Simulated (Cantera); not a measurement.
Input (Python, Cantera) and output of one run.

```python
import numpy as np
import cantera as ct

gas_names = [...]  # 114 gases of nasa_gas.yaml made of C, Fe, H, O
cond_names = """
    C(gr) C6H6(L) C7H8(L) C8H18(L),n-octa Fe(a) Fe(c) Fe(d) Fe(L) FeC5O5(L) FeO(s) FeO(L) Fe(OH)2(s)
    Fe(OH)3(s) Fe2O3(s) Fe3O4(s) H2O(s) H2O(L)
""".split()


# ... load() reads the species with a 1 bar reference pressure and builds the phases ...
atoms = {
    'Fe(CO)5': {'Fe': 1, 'C': 5, 'O': 5},
    'H2': {'H': 2},
    'O2': {'O': 2},
}
top_T = {'C(gr)': 4500, 'Fe2O3(s)': 1830, 'Fe3O4(s)': 1870}  # K; cautious upper limits of use, not melting points


# ... equilibrate(T, P, feed) seeds the gas with the atoms and calls Mixture.equilibrate('TP', solver="vcs", rtol=1e-11, max_steps=5000) ...
results = []
T = 1548.15  # K
P = 1333.22  # Pa
for m in [0.1, 0.13, 0.17, 0.23, 0.3, 0.39, 0.5, 0.65, 0.85, 1.1]:
    feed = {'Fe(CO)5': 1, 'H2': 5.1, 'O2': m}  # mol
    mix = equilibrate(T, P, feed)
    results.append((T, P, feed, dict(zip(mix.species_names, mix.species_moles))))

top = {s: max(r[3][s] / sum(r[3][g] for g in gas_names) for r in results) for s in gas_names}
cols = sorted((s for s in top if top[s] > 0.001), key=lambda s: -top[s])[:7]
seen = [c for c in cond_names if any(r[3].get(c, 0) > 1e-12 for r in results)]
print("log10 of partial pressures in bar; condensed amounts in mol")
print(f"{'n(O2)':>10s}" + "".join(f"{s[:9]:>10s}" for s in cols + seen))
for T, P, feed, n in results:
    ng = sum(n[g] for g in gas_names)
    print(f"{feed['O2']:10.4g}" + "".join(f"{np.log10(max(n[s] / ng * P / 1e5, 1e-99)):10.3f}" for s in cols)
          + "".join(f"{n.get(c, 0):10.4g}" for c in seen))
```

It prints:

```
log10 of partial pressures in bar; condensed amounts in mol
     n(O2)        H2        CO       H2O       CO2     Fe(c)
       0.1    -2.185    -2.185    -3.711    -4.157    0.9997
      0.13    -2.189    -2.187    -3.598    -4.042    0.9997
      0.17    -2.194    -2.188    -3.482    -3.923    0.9997
      0.23    -2.202    -2.191    -3.353    -3.788    0.9997
       0.3    -2.211    -2.195    -3.239    -3.668    0.9997
      0.39    -2.223    -2.200    -3.127    -3.549    0.9997
       0.5    -2.238    -2.205    -3.021    -3.434    0.9997
      0.65    -2.259    -2.214    -2.911    -3.311    0.9997
      0.85    -2.289    -2.226    -2.800    -3.182    0.9997
       1.1    -2.327    -2.243    -2.694    -3.055    0.9997
```

Cantera equilibrium calculation (NASA polynomials, part measured and part estimated; ideal gas, pure solids and liquids).
